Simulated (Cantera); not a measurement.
An isothermal, constant-pressure homogeneous reactor starts with H₂ : O₂ : N₂ = 0.52 : 1 : 13 (molar parts), equivalence ratio 0.26, at 875 K and 128 Torr. Integrator tolerance rtol = 1e-08.

Detailed kinetics in Cantera: GRI-Mech 3.0 (53 species, 325 reactions). Below about 950 K walls govern HO2 and H2O2 in real vessels. The temperature is held fixed by assumption; the heat of reaction is taken as removed at once.

Task: What does this change do: temperature 875 to 775 K?

Result: 
```json
[
 {"quantity": "x(H₂) at 2.00 s", "before": "0.000138 (gas-phase equilibrium <1e-12)", "after": "0.0358 (gas-phase equilibrium <1e-12)"},
 {"quantity": "x(O₂) at 2.00 s", "before": "0.0520 (gas-phase equilibrium 0.0519)", "after": "0.0689 (gas-phase equilibrium 0.0519)"},
 {"quantity": "x(H) at 2.00 s", "before": "1.32e-8 (gas-phase equilibrium <1e-12)", "after": "<1e-12 (gas-phase equilibrium <1e-12)"},
 {"quantity": "x(OH) at 2.00 s", "before": "1.99e-7 (gas-phase equilibrium 4.69e-9)", "after": "<1e-12 (gas-phase equilibrium 2.64e-10)"},
 {"quantity": "x(NO) at 2.00 s", "before": "1.56e-8 (gas-phase equilibrium 3.50e-6)", "after": "<1e-12 (gas-phase equilibrium 6.92e-7)"},
 {"quantity": "x(H₂O₂) at 2.00 s", "before": "1.87e-6 (gas-phase equilibrium 1.55e-12)", "after": "1.05e-10 (gas-phase equilibrium <1e-12)"}
]
```
